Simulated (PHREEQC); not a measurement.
**Buffer (model solution)**

A solution holds 0.0039 mol/kgw KHCO3 and 0.0084 mol/kgw Na2HPO4, at 20 °C. Closed to the air; pH follows from the charge balance.

Model: ion-association model, phreeqc.dat, run in PHREEQC.

No solid was allowed to form.

Question: What pH does the model give?

Answer: pH 8.75.

Question: In which forms is C present?

Answer: HCO3- 95 %, CO3-2 3.5 %, NaHCO3 0.7 % of the C.
